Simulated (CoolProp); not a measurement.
The fluid at 445.22 K and 2.04 MPa (gas) is heated at constant pressure to 459.3 K. The same conditions are run with several fluids, on thermodynamics alone (safety and materials aside).

Model: reference Helmholtz-energy equation of state of each fluid (R21: Platzer 1990; dimethyl ether: Wu 2011; R152A: Outcalt 1996; carbonyl sulfide: Lemmon 2006; R1224YDZ: Akasaka 2023), in CoolProp. The equations of Platzer and Polt are older, rougher fits.

| fluid | heat (kJ/kg) | final density (kg/m³) |
|---|---|---|
| R21 | 12.0 | 63.8 |
| dimethyl ether | 28.6 | 27.1 |
| R152A | 20.9 | 38.9 |
| carbonyl sulfide | 12.0 | 34.1 |
| R1224YDZ | 15.9 | 97.3 |
